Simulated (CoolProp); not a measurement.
Vapour-liquid equilibrium of carbon dioxide (1) + CHF3 (R23) (2) at 1.44 MPa; x and y are mole fractions of (1).

The numbers come from the multi-fluid Helmholtz-energy mixture model, Span 1996 and Penoncello 2003; pair parameters Bell 2016 in CoolProp.

```json
[
 {"x": "0.05", "bubble temperature (K)": "253.3", "y at the bubble point": "0.069", "dew temperature at overall composition x (K)": "253.5", "liquid density (mol/L)": "16.88"},
 {"x": "0.15", "bubble temperature (K)": "251.6", "y at the bubble point": "0.198", "dew temperature at overall composition x (K)": "252.2", "liquid density (mol/L)": "17.51"},
 {"x": "0.25", "bubble temperature (K)": "250.1", "y at the bubble point": "0.317", "dew temperature at overall composition x (K)": "250.9", "liquid density (mol/L)": "18.16"},
 {"x": "0.35", "bubble temperature (K)": "248.7", "y at the bubble point": "0.425", "dew temperature at overall composition x (K)": "249.6", "liquid density (mol/L)": "18.85"},
 {"x": "0.45", "bubble temperature (K)": "247.5", "y at the bubble point": "0.525", "dew temperature at overall composition x (K)": "248.4", "liquid density (mol/L)": "19.57"},
 {"x": "0.55", "bubble temperature (K)": "246.4", "y at the bubble point": "0.617", "dew temperature at overall composition x (K)": "247.2", "liquid density (mol/L)": "20.33"},
 {"x": "0.65", "bubble temperature (K)": "245.5", "y at the bubble point": "0.704", "dew temperature at overall composition x (K)": "246.0", "liquid density (mol/L)": "21.13"},
 {"x": "0.75", "bubble temperature (K)": "244.7", "y at the bubble point": "0.787", "dew temperature at overall composition x (K)": "245.0", "liquid density (mol/L)": "21.99"},
 {"x": "0.85", "bubble temperature (K)": "244.1", "y at the bubble point": "0.870", "dew temperature at overall composition x (K)": "244.2", "liquid density (mol/L)": "22.91"},
 {"x": "0.95", "bubble temperature (K)": "243.6", "y at the bubble point": "0.955", "dew temperature at overall composition x (K)": "243.6", "liquid density (mol/L)": "23.90"}
]
```

No azeotrope shows between x = 0.05 and 0.95.

Pair parameters are fitted to limited data, so mixtures are less certain than the pure fluids.
